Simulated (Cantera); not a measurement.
An adiabatic, constant-volume homogeneous reactor starts with 2.48 % CH4, 0.0844 % C2H6, 0.273 % C3H8, 8.83 % O2, 88.3 % N2, equivalence ratio 0.75, at 1200 K and 5.00 bar.

Computed with Cantera and GRI-Mech 3.0 (53 species, 325 reactions).

Problem. Predict: time of steepest temperature rise; temperature at 3.00 s; equilibrium temperature; x(H2O2) at 3.00 s.

Solution. 
```
Quantity                                                            Result
---------------------------------  ---------------------------------------
time of steepest temperature rise                                  6.31 ms
temperature at 3.00 s                                               2114 K
equilibrium temperature                                             2114 K
x(H2O2) at 3.00 s                  7.01e-8 (gas-phase equilibrium 7.01e-8)
```
